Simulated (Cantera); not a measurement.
Input: 1 mol TiO2, 2.8 mol CO, 0.14 mol N2, at 1 atm.

These are equilibrium values from Cantera (NASA tables, ideal gas, pure condensed phases), not measurements of a reactor. Candidate condensed phases: C, Ti, TiC, TiN, TiO, TiO2, Ti2O3, Ti3O5, Ti4O7; 27 gas species. Equilibrium is a limit: real reactors are often held back by kinetics, nucleation or transport.

**Question.** At 1200 K, list the 3 most abundant gas species with their mole fractions, and the condensed phases.

**Answer.** CO 0.935, N2 0.0484, CO2 0.0167. Condensed: C(graphite) + TiO2(rutile).
